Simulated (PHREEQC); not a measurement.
# Buffer: an equilibrium model

Solution (20 °C): 0.043 mol NaH2PO4 and 0.025 mol Na2CO3 per kg of water. Closed to the air; pH follows from the charge balance.

Equilibrium calculation in PHREEQC: ion-association model, wateq4f.dat.

Precipitation was switched off in this run.

Task: What pH, ionic strength does the model give?

Result: pH 7.12; ionic strength 0.117 mol/kgw.

Task: In which forms is C present?

Result: HCO3- 85 %, CO2 12 %, NaHCO3 2.6 % of the C.

Species that the database lacks are ignored. H3PO4, which wateq4f.dat lacks, is added to it with the constant of phreeqc.dat.
